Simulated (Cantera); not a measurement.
## TiCl4 + H2O + H2 (titanium nitride, carbide and oxide coatings)

Feed: 1 mol TiCl4, a varied amount of H2O, 7.6 mol H2, equilibrated at 375 Torr.

Method: chemical equilibrium by Gibbs-energy minimisation in Cantera with the NASA 1993 tables (ideal gas, pure condensed phases). Candidate condensed phases: H2O, Ti, TiCl2, TiCl3, TiCl4, TiO, TiO2, Ti2O3, Ti3O5, Ti4O7; 23 gas species. Mutual solubility and eutectic melting of coexisting phases are not modelled. The tables' values for TiCl2 are old estimates. TiO: taken at fixed stoichiometry. Condensed phases not in the tables: Magnéli phases beyond Ti4O7. Gases not in the tables: TiO(OH)2. Equilibrium is a limit: real reactors are often held back by kinetics, nucleation or transport.

Q: Map the stable condensed phases over T = 1127, 1177, 1227, 1277, 1327, 1377, 1427, 1477, 1527, 1577, 1627, 1677 °C and n(H2O) in mol = 0.18, 0.33, 0.48, 0.64, 0.79, 0.94, 1.1, 1.2, 1.4, 1.6, 1.7, 1.9, 2.

A: 
```
T in °C \ n(H2O) in mol
         0.18 0.33 0.48 0.64 0.79 0.94  1.1  1.2  1.4  1.6  1.7  1.9    2
   1677     A    B    C    C    C    C    C    C    D    E    E    E    E
   1627     A    B    C    C    C    C    C    C    D    E    E    E    E
   1577     A    C    C    C    C    C    C    C    D    E    E    E    E
   1527     B    C    C    C    C    C    C    C    D    E    E    E    F
   1477     B    C    C    C    C    C    C    C    D    E    E    F    G
   1427     C    C    C    C    C    C    C    C    D    E    E    G    G
   1377     C    C    C    C    C    C    C    C    E    E    E    G    G
   1327     C    C    C    C    C    C    C    D    E    E    E    G    H
   1277     C    C    C    C    C    C    C    D    E    E    E    G    H
   1227     C    C    C    C    C    C    D    E    E    E    F    H    H
   1177     C    C    C    C    C    C    D    E    E    E    F    H    H
   1127     C    C    C    C    C    D    E    E    E    E    F    H    H
```
A: TiO; B: TiO + Ti2O3; C: Ti2O3; D: Ti2O3 + Ti3O5; E: Ti3O5; F: Ti3O5 + Ti4O7; G: Ti4O7; H: TiO2 + Ti4O7.
